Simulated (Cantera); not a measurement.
A perfectly stirred reactor is fed with H2 : O2 = 0.034 : 1 (molar parts), equivalence ratio 0.017, at 27.8 Torr; it is held at 1300 K, and followed from long to short residence time.

Model: GRI-Mech 3.0 (53 species, 325 reactions), integrated in Cantera. Radical loss at walls, strong at low pressure, is not modelled.

Q: What does this change do: temperature 1300 to 1050 K?

A: 
```csv
quantity,before,after
x(H2) at τ = 9.60 s,1.28e-5,4.92e-5
x(O2) at τ = 9.60 s,0.966,0.966
x(O) at τ = 9.60 s,0.000253,0.000103
x(HO2) at τ = 9.60 s,3.76e-7,9.91e-7
x(H2O) at τ = 9.60 s,0.0332,0.0333
x(H2) at τ = 81.0 ms,0.000224,0.000758
x(O2) at τ = 81.0 ms,0.960,0.964
x(O) at τ = 81.0 ms,0.00528,0.00193
x(HO2) at τ = 81.0 ms,2.71e-6,6.48e-6
x(H2O) at τ = 81.0 ms,0.0321,0.0322
```

Q: What does this change do: O2 1 to 1.7 parts?

A: 
| quantity | before | after |
|---|---|---|
| x(H2) at τ = 9.60 s | 1.28e-5 | 8.83e-6 |
| x(O2) at τ = 9.60 s | 0.966 | 0.980 |
| x(O) at τ = 9.60 s | 0.000253 | 0.000235 |
| x(HO2) at τ = 9.60 s | 3.76e-7 | 2.73e-7 |
| x(H2O) at τ = 9.60 s | 0.0332 | 0.0197 |
| x(H2) at τ = 81.0 ms | 0.000224 | 0.000145 |
| x(O2) at τ = 81.0 ms | 0.960 | 0.975 |
| x(O) at τ = 81.0 ms | 0.00528 | 0.00455 |
| x(HO2) at τ = 81.0 ms | 2.71e-6 | 1.84e-6 |
| x(H2O) at τ = 81.0 ms | 0.0321 | 0.0189 |

Q: What does this change do: temperature 1300 to 950 K?

A: 
```json
[
 {"quantity": "x(H2) at τ = 9.60 s", "before": "1.28e-5", "after": "0.000122"},
 {"quantity": "x(O2) at τ = 9.60 s", "before": "0.966", "after": "0.966"},
 {"quantity": "x(O) at τ = 9.60 s", "before": "0.000253", "after": "6.37e-5"},
 {"quantity": "x(HO2) at τ = 9.60 s", "before": "3.76e-7", "after": "1.60e-6"},
 {"quantity": "x(H2O) at τ = 9.60 s", "before": "0.0332", "after": "0.0333"},
 {"quantity": "x(H2) at τ = 81.0 ms", "before": "0.000224", "after": "0.00169"},
 {"quantity": "x(O2) at τ = 81.0 ms", "before": "0.960", "after": "0.965"},
 {"quantity": "x(O) at τ = 81.0 ms", "before": "0.00528", "after": "0.000976"},
 {"quantity": "x(HO2) at τ = 81.0 ms", "before": "2.71e-6", "after": "1.02e-5"},
 {"quantity": "x(H2O) at τ = 81.0 ms", "before": "0.0321", "after": "0.0314"}
]
```
